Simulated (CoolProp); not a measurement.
A single-stage vapour-compression cycle with the fluid: evaporating at 245.15 K (dew point), condensing at 291.15 K (bubble point), superheat 8 K, subcooling 5 K, compressor efficiency 0.65, no pressure losses. The same conditions are run with several fluids, on thermodynamics alone (safety and materials aside).

The numbers come from the reference Helmholtz-energy equation of state of each fluid (trans-2-butene: Lemmon 2005; R11: Jacobsen 1992; ethane: Bücker 2006; dimethyl ether: Wu 2011; sulfur hexafluoride: Guder 2009; R404A: Lemmon 2003) in CoolProp. Blends and air are pseudo-pure fits.

| fluid | cooling COP | pressure ratio | discharge temperature (K) | refrigerating effect (kJ/kg) | volumetric capacity (kJ/m³) |
|---|---|---|---|---|---|
| trans-2-butene | 3.06 | 6.45 | 330.9 | … | 276 |
| R11 | 3.09 | 8.02 | 349.2 | … | … |
| ethane | … | … | 335.3 | 265 | 5100 |
| dimethyl ether | … | 5.46 | 346.5 | 385 | 764 |
| sulfur hexafluoride | 2.50 | 3.78 | 308.9 | 65.0 | 2680 |
| R404A | 2.77 | 4.73 | 322.5 | 139 | 1520 |

**Question.** What belongs in the gaps?

**Answer.** 
- trans-2-butene, refrigerating effect (kJ/kg): 352
- R11, refrigerating effect (kJ/kg): 169
- R11, volumetric capacity (kJ/m³): 114
- ethane, cooling COP: 2.38
- ethane, pressure ratio: 3.19
- dimethyl ether, cooling COP: 3.01
